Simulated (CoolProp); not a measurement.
200 sccm (0 °C, 1 atm) of nitrogen bubbles through liquid n-heptane at 284.5 K and leaves saturated at a total pressure of 0.0275 MPa (ideal gas phase). Each further row changes one setting.

Values from CoolProp's reference Helmholtz-energy equation of state, Span 2003. It is a short technical equation, of lower accuracy than the large ones.

```csv
case,vapour pressure (kPa),mole fraction of vapour,delivery (mg/min),delivery (sccm),change of delivery for a bath 1 K warmer (%)
as stated,2.96,0.108,___,24.2,___
bath temperature 289.5 K,3.90,___,___,33.0,___
total pressure 0.055 MPa,2.96,0.0539,___,11.4,___
```

**Question.** What belongs in the gaps?

**Answer.** 
- as stated, delivery (mg/min): 108
- as stated, change of delivery for a bath 1 K warmer (%): 6.5
- bath temperature 289.5 K, mole fraction of vapour: 0.142
- bath temperature 289.5 K, delivery (mg/min): 148
- bath temperature 289.5 K, change of delivery for a bath 1 K warmer (%): 6.4
- total pressure 0.055 MPa, delivery (mg/min): 50.9
- total pressure 0.055 MPa, change of delivery for a bath 1 K warmer (%): 6.1
